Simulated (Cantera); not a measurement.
Feed: 1 mol V, 4.1 mol N2O, 5.9 mol H2, held at 1102 °C and 0.250 Pa.

These are equilibrium values from Cantera (NASA tables, ideal gas, pure condensed phases), not measurements of a reactor. Condensed phases not in the tables: the oxides between V2O3 and V2O5 other than VO2. The numbers say what is thermodynamically allowed, not how fast it happens.

```
species        before     after
------------  -------  --------
H             0.00124     0.568
N2              0.410     0.227
O             6.15e-8    0.0973
H2              0.329    0.0347
H2O             0.260   0.00386
VO2           7.01e-5    0.0520
O2            2.33e-8   0.00458
VO            2.02e-8   0.00335
V               <1e-9   2.44e-5
NO            1.51e-7  0.000940
OH            1.77e-5   0.00847
V2O3(s), mol    0.500         0
```
Gas species are given as mole fractions.

What was changed between the two runs?
A) N2O from 4.1 to 16 mol
B) temperature from 1102 °C to 1900 °C
C) temperature from 1102 °C to 1600 °C
D) temperature from 1102 °C to 1152 °C

B, temperature from 1102 °C to 1900 °C
